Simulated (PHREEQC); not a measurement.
PHREEQC input (ion-association model, phreeqc.dat):

```
SOLUTION_SPECIES
  CO3-2 + 10 H+ + 8 e- = CH4 + 3 H2O  # shut off: no methane
    -log_k -100
    -delta_h 0
    -analytic -100
SOLUTION 1
  temp 25
  units mol/kgw
  pH 7 charge
  C(4) 0.297
  K 0.114
  Na 0.24
END
SELECTED_OUTPUT 1
  -reset false
  -pH true
  -pe true
  -ionic_strength true
  -water true
  -totals C K Na C(-4) C(4) Mtg
  -molalities H+ Na+ K+ CO3-2 OH- HCO3- CO2 (CO2)2 NaOH NaCO3-
    NaHCO3
USER_PUNCH 1
  -headings p_Mtg(g) phi_Mtg(g) p_H2O(g) phi_H2O(g) density
  10 PUNCH PR_P("Mtg(g)"), PR_PHI("Mtg(g)"), PR_P("H2O(g)"), PR_PHI("H2O(g)"), RHO
PRINT
  -reset false
USE solution 1
REACTION_TEMPERATURE 1
  40
GAS_PHASE 1
  -fixed_pressure
  -pressure 2
  -temperature 40
  -volume 20
  Mtg(g) 2
  H2O(g) 0
END
# ... the last block is repeated for the other 12 points of P (atm)
```

Selected output (columns that matter, 13 of 13 rows; P (atm) added in front):

```
P (atm)	pH	mu	C	K	Na	Mtg	m_H+	m_Na+	m_K+	p_Mtg(g)	phi_Mtg(g)	p_H2O(g)	phi_H2O(g)	density
2	8.7218	0.32618	0.29731	0.11412	0.24025	0.0021795	2.449e-09	0.19195	0.11412	1.9274	0.99621	0.072602	0.99258	1.0128
5	8.7206	0.32616	0.29731	0.11412	0.24025	0.0055184	2.4558e-09	0.19192	0.11412	4.9266	0.99051	0.073404	0.98377	1.0129
10	8.7186	0.32614	0.29732	0.11412	0.24026	0.010944	2.4672e-09	0.19188	0.11412	9.9252	0.98118	0.07476	0.96924	1.013
20	8.7145	0.3261	0.29734	0.11413	0.24027	0.021294	2.4902e-09	0.19181	0.11413	19.922	0.96308	0.077555	0.94077	1.0132
30	8.7104	0.32605	0.29735	0.11414	0.24029	0.031011	2.5132e-09	0.19174	0.11414	29.92	0.9457	0.08046	0.91307	1.0135
40	8.7064	0.32601	0.29737	0.11414	0.2403	0.040138	2.5363e-09	0.19167	0.11414	39.917	0.92905	0.083476	0.88616	1.0138
50	8.7024	0.32596	0.29739	0.11415	0.24032	0.048715	2.5595e-09	0.1916	0.11415	49.913	0.91311	0.086605	0.86005	1.0141
75	8.6924	0.32585	0.29745	0.11417	0.24036	0.068005	2.6179e-09	0.19141	0.11417	74.905	0.87641	0.094904	0.79849	1.0148
100	8.6826	0.32572	0.2975	0.11419	0.24041	0.084659	2.6767e-09	0.19122	0.11419	99.896	0.84412	0.10383	0.74251	1.0156
150	8.6635	0.32545	0.29762	0.11424	0.2405	0.11197	2.7957e-09	0.19081	0.11424	149.88	0.79218	0.1231	0.64826	1.0173
200	8.6448	0.32512	0.29771	0.11427	0.24057	0.1337	2.9163e-09	0.19035	0.11427	199.86	0.75523	0.14322	0.57671	1.019
300	8.6091	0.32427	0.29784	0.11432	0.24068	0.16756	3.1618e-09	0.18929	0.11432	299.82	0.71505	0.18241	0.48497	1.0226
400	8.5755	0.32319	0.29791	0.11435	0.24073	0.19427	3.4117e-09	0.18803	0.11435	399.78	0.70463	0.218	0.43443	1.0262
```

At this temperature some constants are extrapolated from 25 °C, and those without enthalpy data are left unchanged.
